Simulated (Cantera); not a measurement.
Charge: 1 mol Si2Cl6, 12 mol NH3, held at 600 °C and 1.33 mbar.

Method: chemical equilibrium by Gibbs-energy minimisation in Cantera with the NASA 1993 tables (ideal gas, pure condensed phases). Candidate condensed phases: NH4Cl, Si, Si3N4; 28 gas species. The feed counts by its element totals alone. Rates play no part.

Base state: H2 0.588, HCl 0.228, N2 0.183, SiCl4 0.00146 (mole fractions); condensed: Si3N4(s).

**Question.** What changes in the equilibrium state with this change: NH3 from 12 to 2.2 mol?

**Answer.** 
```
species         before     after
-------------  -------  --------
HCl              0.228     0.454
H2               0.588     0.343
SiCl4          0.00146     0.146
N2               0.183    0.0569
SiCl3          7.69e-7   2.96e-5
SiHCl3         8.05e-6  0.000236
Si3N4(s), mol    0.654     0.385
```
The tables' values for SiCl3 are old estimates; treat these amounts as uncertain.

**Question.** What changes in the equilibrium state with this change: NH3 from 12 to 0.85 mol?

**Answer.** 
```csv
species,before,after
SiCl4,0.00146,0.466
H2,0.588,0.342
HCl,0.228,0.191
N2,0.183,5.53e-5
SiCl3,7.69e-7,0.000225
SiHCl3,8.05e-6,0.00179
"Si3N4(s), mol",0.654,0.212
```
The tables' values for SiCl3 are old estimates; treat these amounts as uncertain.

**Question.** What changes in the equilibrium state with this change: pressure from 1.33 mbar to 0.133 bar?

**Answer.** 
| species | before | after |
|---|---|---|
| H2 | 0.588 | 0.595 |
| HCl | 0.228 | 0.214 |
| N2 | 0.183 | 0.185 |
| SiCl4 | 0.00146 | 0.00504 |
| NH3 | 3.89e-7 | 4.00e-5 |
| SiHCl3 | 8.05e-6 | 3.01e-5 |
| Si3N4(s), mol | 0.654 | 0.623 |
